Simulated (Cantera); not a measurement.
**Low-pressure radical oxidation in H2/O2**

An isothermal, constant-pressure homogeneous reactor starts with H2 : O2 = 0.028 : 1 (molar parts), equivalence ratio 0.014, at 1125 K and 2670 Pa.

Detailed kinetics in Cantera: the H2/O2 subset of GRI-Mech 3.0, which has no nitrogen chemistry. Radical loss at walls, strong at low pressure, is not modelled.

```
t (s)         x H2   x O2       x O      x OH       x H    x H2O2
--------  --------  -----  --------  --------  --------  --------
7.00e-5     0.0272  0.973  4.93e-10  4.11e-10  4.15e-10    <1e-12
0.000188    0.0272  0.973   2.83e-9   1.97e-9   1.20e-9    <1e-12
0.000504    0.0272  0.973   3.64e-8   2.26e-8   1.16e-8  3.08e-12
0.00135     0.0272  0.973   1.19e-5   7.31e-6   3.68e-6  7.27e-11
0.00363   0.000977  0.954    0.0159   0.00220   0.00370   2.12e-7
0.00973   0.000195  0.960    0.0111   0.00121   0.00139   1.04e-7
0.0261     7.62e-5  0.968   0.00432  0.000752  0.000333   9.85e-8
0.0700     1.75e-5  0.971   0.00101  0.000363   3.73e-5   7.69e-8
0.188      3.01e-6  0.972  0.000179  0.000153   2.79e-6   4.38e-8
0.504      5.16e-7  0.972   3.17e-5   6.49e-5   2.10e-7   1.83e-8
1.35       1.04e-7  0.972   6.57e-6   2.96e-5   1.98e-8   6.37e-9
3.63       2.52e-8  0.972   1.64e-6   1.48e-5   2.47e-9   2.11e-9
9.73       7.15e-9  0.972   4.74e-7   7.95e-6  3.84e-10  7.15e-10
26.1       2.28e-9  0.972   1.53e-7   4.51e-6  7.04e-11  2.52e-10
70.0      8.40e-10  0.972   5.66e-8   2.75e-6  1.59e-11  9.93e-11
```
x: mole fraction; the columns are a selection and need not sum to one.

Equilibrium at this temperature and pressure: H2 4.16e-10, O2 0.972, O 2.81e-8, OH 1.93e-6, H 5.59e-12, H2O2 5.21e-11 (gas phase only).
